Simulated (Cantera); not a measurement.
A closed system holds: 1 mol C₂F₆, 0.034 mol CH₄, 2.8 mol H₂, at 0.000460 bar.

These are equilibrium values from Cantera (NASA tables, ideal gas, pure condensed phases), not measurements of a reactor. Candidate condensed phases: C, C₆H₆, C₇H₈, C₈H₁₈; 95 gas species. The feed counts by its element totals alone. Gases not in the tables: C₂F₆ and larger saturated fluorocarbons. The numbers say what is thermodynamically allowed, not how fast it happens.

### Question
At 1502 °C, list the 6 most abundant gas species with their mole fractions, and the condensed phases.

### Answer
HF 0.979, F 0.00908, CF₄ 0.00640, CF₂ 0.00506, CF₃ 8.06e-5, CF 1.20e-5. Condensed: C(graphite).
